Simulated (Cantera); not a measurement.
An isothermal, constant-pressure homogeneous reactor starts with CH4 : H2O : H2 = 1 : 1.2 : 0.67 (molar parts), at 1525 K and 5.00 bar. Integrator tolerance rtol = 1e-08.

Detailed kinetics in Cantera: GRI-Mech 3.0 (53 species, 325 reactions).

Task: What does this change do: temperature 1525 to 1400 K?

Result: 
```json
[
 {"quantity": "x(CH4) at 6.00 s", "before": "0.141 (gas-phase equilibrium 0.000187)", "after": "0.263 (gas-phase equilibrium 0.000909)"},
 {"quantity": "x(H2O) at 6.00 s", "before": "0.224 (gas-phase equilibrium 0.0376)", "after": "0.382 (gas-phase equilibrium 0.0375)"},
 {"quantity": "x(H2) at 6.00 s", "before": "0.523 (gas-phase equilibrium 0.757)", "after": "0.318 (gas-phase equilibrium 0.757)"},
 {"quantity": "x(C2H6) at 6.00 s", "before": "0.000140 (gas-phase equilibrium 1.72e-10)", "after": "0.000482 (gas-phase equilibrium 2.43e-9)"},
 {"quantity": "x(CH2) at 6.00 s", "before": "7.17e-10 (gas-phase equilibrium <1e-12)", "after": "9.16e-11 (gas-phase equilibrium <1e-12)"},
 {"quantity": "x(O2) at 6.00 s", "before": "<1e-12 (gas-phase equilibrium <1e-12)", "after": "<1e-12 (gas-phase equilibrium <1e-12)"}
]
```

Task: What does this change do: H2O 1.2 to 0.4 parts?

Result: 
```
quantity                                              before                                      after
-----------------  -----------------------------------------  -----------------------------------------
x(CH4) at 6.00 s      0.141 (gas-phase equilibrium 0.000187)        0.236 (gas-phase equilibrium 0.172)
x(H2O) at 6.00 s        0.224 (gas-phase equilibrium 0.0376)     0.0936 (gas-phase equilibrium 1.96e-5)
x(H2) at 6.00 s          0.523 (gas-phase equilibrium 0.757)        0.565 (gas-phase equilibrium 0.676)
x(C2H6) at 6.00 s  0.000140 (gas-phase equilibrium 1.72e-10)  0.000366 (gas-phase equilibrium 0.000163)
x(CH2) at 6.00 s     7.17e-10 (gas-phase equilibrium <1e-12)   1.02e-9 (gas-phase equilibrium 5.00e-10)
x(O2) at 6.00 s        <1e-12 (gas-phase equilibrium <1e-12)      <1e-12 (gas-phase equilibrium <1e-12)
```
GRI-Mech 3.0 stops at C3 and has no aromatics, soot or wall deposition, so with more carbon than oxygen in the feed, carbon stays in small species such as C2H2 where larger ones or solid carbon would form.
